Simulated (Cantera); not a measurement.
A closed system holds: 1 mol Si, 0.2 mol NH3, 30 mol H2, 0.012 mol N2, at 0.000220 bar.

Equilibrium computed with Cantera from the NASA thermochemical tables; the gas is ideal and each condensed phase is pure. Candidate condensed phases: Si, Si3N4; 18 gas species. Mutual solubility and eutectic melting of coexisting phases are not modelled. Gases not in the tables: Si2H6 and higher silanes. Rates play no part.

log p: log10 of the partial pressure in bar; n: condensed amount in mol.

```
T (K)  log p H2     log p H    log p Si  log p N2   log p SiH  n Si(s)  n Si3N4(s)  n Si(l)
-----  --------  ----------  ----------  --------  ----------  -------  ----------  -------
1098      -3.66       -9.44      -13.66     -9.05      -14.01    0.832      0.0559        0
1173      -3.66       -8.76      -12.31     -7.92      -12.88    0.834      0.0552        0
1248      -3.66       -8.16      -11.11     -6.92      -11.89    0.857      0.0478        0
1323      -3.66       -7.63      -10.05     -6.09      -11.02    1.000           0        0
1398      -3.66       -7.15       -9.11     -6.09      -10.24    1.000           0        0
1473      -3.66       -6.73       -8.26     -6.09       -9.54    0.999           0        0
1548      -3.66  (withheld)  (withheld)     -6.09  (withheld)    0.995           0        0
1623      -3.66  (withheld)  (withheld)     -6.09  (withheld)    0.977           0        0
1698      -3.66       -5.67       -6.18     -6.10       -7.82        0           0    0.905
1773      -3.67       -5.38       -5.67     -6.10       -7.42        0           0    0.688
```

Task: Some entries are withheld; supply them.

Result: 
- 1623, log p H: -5.99
- 1623, log p Si: -6.81
- 1623, log p SiH: -8.33
- 1548, log p H: -6.34
- 1548, log p Si: -7.50
- 1548, log p SiH: -8.91
